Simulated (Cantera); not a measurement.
An adiabatic, constant-pressure homogeneous reactor starts with CH₄ : O₂ : N₂ = 1 : 1.67 : 6.27 (molar parts), equivalence ratio 1.2, at 1600 K and 3.00 bar.

Detailed kinetics in Cantera: GRI-Mech 3.0 (53 species, 325 reactions).

Predict: time of steepest temperature rise; temperature at 0.400 s; equilibrium temperature; x(O₂) at 0.400 s; x(N₂O) at 0.400 s; x(HCO) at 0.400 s; x(CH₂O) at 0.400 s.


```json
{
 "time_of_steepest_temperature_rise": "0.212 ms",
 "temperature at 0.400 s": "2876 K",
 "equilibrium_temperature": "2876 K",
 "x(O₂) at 0.400 s": "0.00677 (gas-phase equilibrium 0.00677)",
 "x(N₂O) at 0.400 s": "5.94e-7 (gas-phase equilibrium 5.94e-7)",
 "x(HCO) at 0.400 s": "1.84e-7 (gas-phase equilibrium 1.84e-7)",
 "x(CH₂O) at 0.400 s": "2.51e-9 (gas-phase equilibrium 2.51e-9)"
}
```
